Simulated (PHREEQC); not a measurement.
Solution (20 °C): 0.005 mol H2SO4 and 0.00036 mol MgCl2 per kg of water. It is in equilibrium with CO2 at log p = -3.5 (atm). Otherwise closed; pH follows from the charge balance.

All values are PHREEQC results (ion-association model, phreeqc.dat), not measurements.

Each row changes one thing in this solution. Precipitation was switched off in this run.

| case | pH | ionic strength (mol/kgw) | Mg+2 (mol/kgw) | HCO3- (mol/kgw) |
|---|---|---|---|---|
| as made | 2.12 | 0.0126 | 0.000280 | 7.52e-10 |
| H2SO4 from 0.005 to 0.001 mol/kgw | 2.75 | 0.00372 | 0.000326 | 3.08e-9 |
| H2SO4 replaced by Na2SO4 at the same molality | 5.69 | 0.0154 | 0.000261 | 2.84e-6 |
| 0.0012 mol/kgw NH3 added | 2.18 | 0.0128 | 0.000278 | 8.60e-10 |
| 0.00025 mol/kgw HBr added | 2.11 | 0.0128 | 0.000281 | 7.34e-10 |
| H2SO4 left out | 5.64 | 0.00108 | 0.000360 | 2.34e-6 |
